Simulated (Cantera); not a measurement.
A closed system holds: 1 mol TiO₂, 0.013 mol Cl₂, 0.029 mol O₂, equilibrated at 1223 K and 45000 Pa.

Cantera equilibrium calculation (NASA polynomials, part measured and part estimated; ideal gas, pure solids and liquids). Candidate condensed phases: Ti, TiCl₂, TiCl₃, TiCl₄, TiO, TiO₂, Ti₂O₃, Ti₃O₅, Ti₄O₇; 15 gas species. The numbers say what is thermodynamically allowed, not how fast it happens.

Base state: O₂ 0.689, Cl₂ 0.306, Cl 0.00493, ClO 0.000103 (mole fractions); condensed: TiO₂(rutile).

Task: What changes in the equilibrium state with this change: temperature from 1223 K to 1598.15 K?

Result: 
```
species              before     after
-----------------  --------  --------
O₂                    0.689     0.662
Cl₂                   0.306     0.255
Cl                  0.00493    0.0818
TiCl₄               3.58e-6  0.000144
O                   5.00e-8   1.72e-5
ClO                0.000103  0.000976
TiO₂(rutile), mol      1.00     1.000
```
